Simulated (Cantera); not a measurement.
Feed: 1 mol Si, 1.1 mol HCl, 5.5 mol N2, equilibrated at 0.00133 bar.

Method: chemical equilibrium by Gibbs-energy minimisation in Cantera with the NASA 1993 tables (ideal gas, pure condensed phases). Candidate condensed phases: NH4Cl, Si, Si3N4; 28 gas species. N2 is the only nitrogen source here; it is nearly inert below about 1500 K, so the nitride shown seldom forms there in practice. Equilibrium is a limit: real reactors are often held back by kinetics, nucleation or transport. All values below are at 900 K.

Base state: N2 0.829, HCl 0.125, H2 0.0307, SiCl4 0.0153, SiHCl3 1.07e-5 (mole fractions); condensed: Si3N4(s).

**Question.** What changes in the equilibrium state with this change: pressure from 0.00133 bar to 0.140 bar?

**Answer.** 
```
species         before    after
-------------  -------  -------
N2               0.829    0.834
HCl              0.125    0.105
H2              0.0307   0.0407
SiCl4           0.0153   0.0204
SiHCl3         1.07e-5  2.24e-5
Si3N4(s), mol    0.303    0.293
```
